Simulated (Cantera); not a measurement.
Premixed flame

A freely propagating, adiabatic, planar premixed flame of H2 : O2 : N2 : H2O = 1 : 0.385 : 1.45 : 0.12 (molar parts), unburnt at 648 K and 1.01 bar; multicomponent+Soret transport, grid criteria slope 0.08 and curve 0.16, no radiation.

Cantera simulation using the H2/O2 subset of GRI-Mech 3.0, which has no nitrogen chemistry; the numbers are that mechanism's predictions, not measurements. Burning velocities carry a grid error of a few per cent, more on coarse grids.

```json
[
 {"z (mm)": "-1.35", "T (K)": "648", "u (m/s)": "8.79", "x H2": "0.338", "x O2": "0.130", "x H2O": "0.0406", "x HO2": "<1e-8", "x H2O2": "<1e-8", "x O": "<1e-8"},
 {"z (mm)": "-0.903", "T (K)": "648", "u (m/s)": "8.79", "x H2": "0.338", "x O2": "0.130", "x H2O": "0.0406", "x HO2": "<1e-8", "x H2O2": "<1e-8", "x O": "<1e-8"},
 {"z (mm)": "-0.677", "T (K)": "648", "u (m/s)": "8.79", "x H2": "0.338", "x O2": "0.130", "x H2O": "0.0406", "x HO2": "<1e-8", "x H2O2": "<1e-8", "x O": "<1e-8"},
 {"z (mm)": "-0.452", "T (K)": "648", "u (m/s)": "8.79", "x H2": "0.338", "x O2": "0.130", "x H2O": "0.0406", "x HO2": "4.36e-7", "x H2O2": "<1e-8", "x O": "<1e-8"},
 {"z (mm)": "-0.226", "T (K)": "659", "u (m/s)": "8.87", "x H2": "0.332", "x O2": "0.131", "x H2O": "0.0414", "x HO2": "0.000213", "x H2O2": "2.18e-6", "x O": "6.79e-6"},
 {"z (mm)": "-0.113", "T (K)": "831", "u (m/s)": "10.9", "x H2": "0.299", "x O2": "0.127", "x H2O": "0.0579", "x HO2": "0.000226", "x H2O2": "1.13e-5", "x O": "0.000299"},
 {"z (mm)": "0", "T (K)": "1257", "u (m/s)": "16.0", "x H2": "0.197", "x O2": "0.0870", "x H2O": "0.144", "x HO2": "9.07e-5", "x H2O2": "4.38e-6", "x O": "0.00475"},
 {"z (mm)": "0.113", "T (K)": "1566", "u (m/s)": "19.7", "x H2": "0.105", "x O2": "0.0303", "x H2O": "0.247", "x HO2": "2.82e-5", "x H2O2": "2.61e-6", "x O": "0.00889"},
 {"z (mm)": "0.226", "T (K)": "1708", "u (m/s)": "21.4", "x H2": "0.0868", "x O2": "0.0154", "x H2O": "0.275", "x HO2": "1.32e-5", "x H2O2": "1.64e-6", "x O": "0.00874"},
 {"z (mm)": "0.452", "T (K)": "1856", "u (m/s)": "23.1", "x H2": "0.0869", "x O2": "0.0109", "x H2O": "0.286", "x HO2": "8.18e-6", "x H2O2": "8.96e-7", "x O": "0.00743"},
 {"z (mm)": "0.903", "T (K)": "2008", "u (m/s)": "24.7", "x H2": "0.0887", "x O2": "0.00811", "x H2O": "0.296", "x HO2": "5.38e-6", "x H2O2": "4.85e-7", "x O": "0.00556"},
 {"z (mm)": "1.81", "T (K)": "2154", "u (m/s)": "26.2", "x H2": "0.0890", "x O2": "0.00543", "x H2O": "0.308", "x HO2": "3.30e-6", "x H2O2": "2.81e-7", "x O": "0.00364"},
 {"z (mm)": "3.61", "T (K)": "2279", "u (m/s)": "27.4", "x H2": "0.0883", "x O2": "0.00320", "x H2O": "0.319", "x HO2": "1.88e-6", "x H2O2": "1.77e-7", "x O": "0.00207"}
]
```
x: mole fraction of selected species; z is measured from the peak of heat release.

- laminar burning velocity: 879 cm/s
- thermal thickness: 0.452 mm
- peak x(HO2): 0.000308
- peak x(H2O2): 1.13e-5
- peak x(O): 0.00900
- grid points: 138
